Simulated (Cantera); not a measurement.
What does this Cantera script print?

```python
import numpy as np
import cantera as ct

gas = ct.Solution("gri30.yaml")
gas.TPX = 1298, 470000, {'CH4': 1, 'O2': 1.11, 'N2': 4.18}
reactor = ct.IdealGasConstPressureReactor(gas, energy="on", clone=False)
net = ct.ReactorNet([reactor])
net.rtol, net.atol = 1e-08, 1e-16
show = ['CH4', 'O2', 'CO2', 'CH2O', 'CH3']
times = np.geomspace(3e-06, 1, 11)

steps = ct.SolutionArray(gas, extra=["t"])
rows = []
print(f"{'t/s':>10s}{'T/K':>9s}{'P/Pa':>11s}" + "".join(f"{s:>11s}" for s in show))
for t in times:
    while net.time < t:
        t_next = net.step()
        steps.append(gas.state, t=t_next)
    rows.append([np.interp(t, steps.t, y) for y in (steps.T, steps.P, *steps(*show).X.T)])
    print(f"{t:10.3e}{rows[-1][0]:9.1f}{rows[-1][1]:11.4g}" + "".join(f"{x:11.3e}" for x in rows[-1][2:]))
rate = np.gradient(steps.T, steps.t)
print("integrator steps:", len(steps.t))
if steps.T.max() > steps.T[0] + 200:
    print(f"time of steepest temperature rise: {steps.t[rate.argmax()]:.4e} s")
gas.TPX = 1298, 470000, {'CH4': 1, 'O2': 1.11, 'N2': 4.18}
gas.equilibrate("HP")
print(f"equilibrium (HP): T = {gas.T:.1f} K  " + "  ".join(f"{s} {gas[s].X[0]:.3e}" for s in show))
```

It prints:

```
       t/s      T/K       P/Pa        CH4         O2        CO2       CH2O        CH3
 3.000e-06   1298.0    4.7e+05  1.590e-01  1.765e-01  4.396e-15  1.448e-09  1.115e-07
 1.070e-05   1298.0    4.7e+05  1.590e-01  1.765e-01  2.145e-13  2.010e-08  4.310e-07
 3.817e-05   1298.0    4.7e+05  1.590e-01  1.765e-01  1.687e-11  3.421e-07  2.077e-06
 1.361e-04   1298.0    4.7e+05  1.590e-01  1.765e-01  1.922e-09  7.834e-06  1.197e-05
 4.856e-04   1298.6    4.7e+05  1.588e-01  1.764e-01  4.531e-08  8.075e-05  2.155e-05
 1.732e-03   1303.3    4.7e+05  1.576e-01  1.756e-01  8.161e-07  4.943e-04  3.558e-05
 6.178e-03   2480.3    4.7e+05  1.317e-10  8.153e-06  2.174e-02  2.842e-08  7.056e-11
 2.204e-02   2480.7    4.7e+05  1.301e-10  8.195e-06  2.175e-02  2.841e-08  6.978e-11
 7.860e-02   2480.7    4.7e+05  1.301e-10  8.195e-06  2.175e-02  2.841e-08  6.978e-11
 2.804e-01   2480.7    4.7e+05  1.301e-10  8.195e-06  2.175e-02  2.841e-08  6.978e-11
 1.000e+00   2480.7    4.7e+05  1.301e-10  8.195e-06  2.175e-02  2.841e-08  6.978e-11
integrator steps: 2285
time of steepest temperature rise: 4.3618e-03 s
equilibrium (HP): T = 2480.7 K  CH4 1.466e-10  O2 8.195e-06  CO2 2.175e-02  CH2O 2.841e-08  CH3 7.867e-11
```

Detailed kinetics in Cantera: GRI-Mech 3.0 (53 species, 325 reactions).
